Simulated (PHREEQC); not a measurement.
Consider water at 25 °C with 0.036 mol HF, 0.26 mol (CH3)4NF and 6.4e-05 mol H2SiF6 per kg of water. Closed to the air; pH follows from the charge balance.

Computed with PHREEQC (ion-association model, wateq4f.dat).

Each row changes one thing in this solution. This is a speciation only: nothing precipitates in the calculation.

| case | pH | ionic strength (mol/kgw) | F- (mol/kgw) | HF (mol/kgw) | HF2- (mol/kgw) | SI of Quartz (SiO2) |
|---|---|---|---|---|---|---|
| as made | 4.13 | 0.260 | 0.243 | 0.0173 | 0.0171 | -9.76 |
| HF from 0.036 to 0.36 mol/kgw | 3.04 | 0.261 | 0.164 | 0.145 | 0.0970 | -13.12 |
| diluted 10-fold with water | 4.02 | 0.0261 | 0.0258 | 0.00314 | 0.000313 | -5.63 |
| diluted 100-fold with water | 4.13 | 0.00268 | 0.00268 | 0.000282 | 2.90e-6 | -2.22 |
| temperature from 25 to 60 °C | 4.42 | 0.260 | 0.241 | 0.0168 | 0.0189 | -7.76 |
| 0.017 mol/kgw HCl added | 3.91 | 0.260 | 0.220 | 0.0260 | 0.0233 | -10.38 |
| 0.041 mol/kgw K2CO3 added | 8.99 | 0.347 | 0.296 | 2.75e-7 | 3.38e-7 | -0.26 |
| (CH3)4NF left out | 2.34 | 0.00492 | 0.00429 | 0.0270 | 0.000445 | -6.74 |

Species that the database lacks are ignored. (CH3)4N+ isn't in the database: it is added as a free cation with an ion size of 4 Å. At this temperature some constants are extrapolated from 25 °C, and those without enthalpy data are left unchanged. SiF6-2 is the database's only silicon fluoride.
